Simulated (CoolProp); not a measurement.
n-heptane along the isotherm 600 K: density (kg/m³) from the reference equation and from simpler models built on Tc = 541.2 K, pc = 2.774 MPa, ω = 0.349; each cubic takes its own stable root.

Values from CoolProp's reference Helmholtz-energy equation of state, Span 2003. It is a short technical equation, of lower accuracy than the large ones.

```
p (MPa)          phase  reference  ideal gas  Soave-Redlich-Kwong  Peng-Robinson
-------  -------------  ---------  ---------  -------------------  -------------
2.13               gas      54.12      42.78                53.25          54.81
4.27     supercritical      163.7      85.77                149.4          158.2
6.4      supercritical      306.1      128.5                254.2          274.4
8.53     supercritical      361.6      171.3                307.7          335.8
10.7     supercritical      392.8      214.9                341.9          375.1
12.8     supercritical      413.7      257.1                366.1          402.8
14.9     supercritical      429.9      299.3                385.3          424.6
17.1     supercritical      443.6      343.5                401.9          443.5
19.2     supercritical      454.7      385.6                415.5          458.8
21.3     supercritical      464.4      427.8                427.3          472.1
23.5     supercritical      473.3      472.0                438.2          484.5
25.6     supercritical      481.0      514.2                447.6          495.0
27.7     supercritical      488.0      556.4                456.1          504.5
```
